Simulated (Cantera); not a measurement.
An adiabatic, constant-volume homogeneous reactor starts with CH4 : H2 : O2 : N2 : CO2 = 1 : 0.59 : 6.75 : 39.8 : 2.2 (molar parts), equivalence ratio 0.34, at 1450 K and 9.87 atm. Integrator tolerance rtol = 1e-08.

Cantera simulation using GRI-Mech 3.0 (53 species, 325 reactions); the numbers are that mechanism's predictions, not measurements.

```json
[
 {"quantity": "time of steepest temperature rise", "before": "57.8 µs", "after": "0.173 ms"},
 {"quantity": "temperature at 9.00 s", "before": "2066 K", "after": "2062 K"},
 {"quantity": "equilibrium temperature", "before": "2066 K", "after": "2062 K"},
 {"quantity": "x(CH4) at 9.00 s", "before": "<1e-12 (gas-phase equilibrium <1e-12)", "after": "<1e-12 (gas-phase equilibrium <1e-12)"},
 {"quantity": "x(H2) at 9.00 s", "before": "2.20e-5 (gas-phase equilibrium 2.20e-5)", "after": "4.75e-5 (gas-phase equilibrium 4.75e-5)"},
 {"quantity": "x(O2) at 9.00 s", "before": "0.0859 (gas-phase equilibrium 0.0859)", "after": "0.0858 (gas-phase equilibrium 0.0858)"},
 {"quantity": "x(NO2) at 9.00 s", "before": "2.19e-5 (gas-phase equilibrium 2.19e-5)", "after": "9.74e-6 (gas-phase equilibrium 9.74e-6)"},
 {"quantity": "x(O) at 9.00 s", "before": "8.58e-5 (gas-phase equilibrium 8.58e-5)", "after": "0.000186 (gas-phase equilibrium 0.000186)"},
 {"quantity": "x(H2O) at 9.00 s", "before": "0.0513 (gas-phase equilibrium 0.0513)", "after": "0.0511 (gas-phase equilibrium 0.0511)"},
 {"quantity": "x(C2H6) at 9.00 s", "before": "<1e-12 (gas-phase equilibrium <1e-12)", "after": "<1e-12 (gas-phase equilibrium <1e-12)"}
]
```

### Question
Which change was made?
(A) CH4 1 to 2.5 parts
(B) pressure from 9.87 atm to 1.00 atm
(C) pressure from 9.87 atm to 1.97 atm
(D) N2 39.8 to 54 parts

### Answer
C, pressure from 9.87 atm to 1.97 atm
